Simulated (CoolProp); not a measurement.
Vapour-liquid equilibrium of n-heptane (1) + ethylbenzene (2) at 85.25 °C; x and y are mole fractions of (1).

Values from CoolProp's multi-fluid Helmholtz-energy mixture model, Span 2003 and Zhou 2012; pair parameters Bell 2016.

**Question.** Give the bubble pressure and the first vapour's composition at x = 0.35, 0.45, 0.85. Is there an azeotrope?

**Answer.** x = 0.35: 40.94 kPa, y = 0.656; x = 0.45: 45.50 kPa, y = 0.730; x = 0.85: 61.78 kPa, y = 0.935. No azeotrope shows between x = 0.05 and 0.95.

Pair parameters are fitted to limited data, so mixtures are less certain than the pure fluids.
